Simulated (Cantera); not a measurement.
**Boron, boron nitride and boron oxide: B2O3 + O2 + N2**

Input: 1 mol B2O3, 0.053 mol O2, 1.7 mol N2, at 1.00 Torr.

Equilibrium computed with Cantera from the NASA thermochemical tables; the gas is ideal and each condensed phase is pure. Candidate condensed phases: B, BN, B2O3; 17 gas species. Rates play no part.

From 1798 K to 2298 K nothing is condensed. The main B-bearing gas is B2O3 throughout.

```csv
T (K),log p N2,log p B2O3,log p BO2,log p BO,log p O2
1798,-3.09,-3.33,-4.69,-6.85,-4.71
1848,-3.09,-3.33,-4.59,-6.52,-4.74
1898,-3.09,-3.33,-4.50,-6.21,-4.79
1948,-3.09,-3.34,-4.42,-5.91,-4.84
1998,-3.09,-3.34,-4.35,-5.62,-4.90
2048,-3.09,-3.35,-4.28,-5.34,-4.97
2098,-3.09,-3.36,-4.22,-5.08,-5.04
2148,-3.10,-3.37,-4.16,-4.83,-5.11
2198,-3.10,-3.38,-4.11,-4.60,-5.15
2248,-3.10,-3.40,-4.05,-4.39,-5.17
2298,-3.11,-3.43,-3.99,-4.20,-5.16
```
log p: log10 of the partial pressure in bar; nothing condenses.
